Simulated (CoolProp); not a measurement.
Model: reference Helmholtz-energy equation of state, Lemmon 2006, in CoolProp. It is a short technical equation, of lower accuracy than the large ones.

For CH3F (R41), give the phase and the cp (kJ/(kg K)), Joule-Thomson coefficient (K/MPa) at 64.85 °C and 0.328 MPa; 64.85 °C and 1.64 MPa.


- 64.85 °C and 0.328 MPa: gas; cp 1.20, Joule-Thomson coefficient 12.5
- 64.85 °C and 1.64 MPa: gas; cp 1.37, Joule-Thomson coefficient 12.2
